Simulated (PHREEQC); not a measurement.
Dissolve 14 mmol/kgw HF, 58 mmol/kgw (NH4)2SiF6, 82 mmol/kgw HBF4 and 0.92 mmol/kgw HCl at 35 °C. Closed to the air; pH follows from the charge balance.

Computed with PHREEQC (ion-association model, phreeqc.dat).

No solid was allowed to form.

Q: Predict the pH.

A: pH 1.19.

Q: In which forms is B present?

A: BF4- 97 %, BF3OH- 2.0 %, H3BO3 1.3 % of the B.

SiF6-2 is the database's only silicon fluoride. Real BF4- forms and hydrolyses slowly; the run takes it at equilibrium.
